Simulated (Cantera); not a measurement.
What does this Cantera script print?

```python
import numpy as np
import cantera as ct

gas = ct.Solution("h2o2.yaml")
gas.TPX = 425, 500000, {'H2': 1, 'O2': 0.357, 'N2': 1.34}
flame = ct.FreeFlame(gas, width=0.013)
flame.set_refine_criteria(ratio=3, slope=0.08, curve=0.16)
flame.transport_model = "mixture-averaged"
flame.solve(loglevel=0, auto=True)
flame.transport_model = "multicomponent"
flame.soret_enabled = True
flame.solve(loglevel=0, refine_grid=True)
z, T = flame.grid, flame.T
thick = (T[-1] - T[0]) / np.gradient(T, z).max()
show = ['H2', 'O2', 'HO2', 'H2O', 'H', 'H2O2']
print(f"laminar burning velocity  {flame.velocity[0] * 100:.3f} cm/s")
print(f"burnt temperature         {T[-1]:.1f} K")
print(f"thermal thickness         {thick * 1e3:.4f} mm")
print(f"grid points               {len(z)}")
z0 = z[flame.heat_release_rate.argmax()]
print(f"{'z/mm':>9s}{'T/K':>9s}{'u/(m/s)':>9s}" + "".join(f"{s:>11s}" for s in show))
rows = []
for k in (-3, -2, -1.5, -1, -0.5, -0.25, 0, 0.25, 0.5, 1, 2, 4, 8):
    zz = z0 + k * thick
    rows.append([k * thick, np.interp(zz, z, T), np.interp(zz, z, flame.velocity),
                 *(np.interp(zz, z, flame.X[gas.species_index(s)]) for s in show)])
    print(f"{rows[-1][0] * 1e3:9.3f}{rows[-1][1]:9.1f}{rows[-1][2]:9.3f}" + "".join(f"{x:11.3e}" for x in rows[-1][3:]))
```

Output:

```
laminar burning velocity  464.295 cm/s
burnt temperature         2414.7 K
thermal thickness         0.0472 mm
grid points               111
     z/mm      T/K  u/(m/s)         H2         O2        HO2        H2O          H       H2O2
   -0.142    425.0    4.643  3.708e-01  1.324e-01  3.883e-11  6.225e-10  4.848e-15  2.563e-12
   -0.094    425.0    4.642  3.707e-01  1.324e-01  2.872e-09  3.777e-08  2.287e-13  2.053e-10
   -0.071    425.1    4.640  3.703e-01  1.325e-01  3.285e-08  3.819e-07  2.069e-12  2.397e-09
   -0.047    426.0    4.629  3.670e-01  1.332e-01  1.397e-06  1.231e-05  2.445e-10  1.051e-07
   -0.024    474.1    4.909  3.310e-01  1.397e-01  3.467e-04  2.087e-03  8.322e-06  2.604e-05
   -0.012    795.2    7.918  2.855e-01  1.320e-01  9.821e-04  3.085e-02  2.240e-03  1.289e-04
    0.000   1271.6   12.470  2.225e-01  9.698e-02  4.043e-04  1.058e-01  1.666e-02  4.324e-05
    0.012   1610.1   15.709  1.565e-01  5.053e-02  1.786e-04  1.917e-01  3.519e-02  5.472e-06
    0.024   1797.1   17.484  1.202e-01  2.221e-02  7.306e-05  2.428e-01  4.360e-02  2.865e-06
    0.047   1970.4   19.062  1.037e-01  6.348e-03  1.954e-05  2.733e-01  4.103e-02  1.531e-06
    0.094   2116.9   20.325  1.046e-01  2.645e-03  7.918e-06  2.846e-01  3.024e-02  8.215e-07
    0.189   2234.7   21.297  1.072e-01  1.297e-03  3.745e-06  2.927e-01  1.996e-02  4.659e-07
    0.378   2317.8   21.958  1.089e-01  5.445e-04  1.500e-06  2.990e-01  1.230e-02  2.549e-07
```

Cantera simulation using the H2/O2 subset of GRI-Mech 3.0, which has no nitrogen chemistry; the numbers are that mechanism's predictions, not measurements. The hydrogen kinetics of GRI-Mech 3.0 are dated; newer H2 mechanisms differ, most at raised pressure. Burning velocities carry a grid error of a few per cent, more on coarse grids.
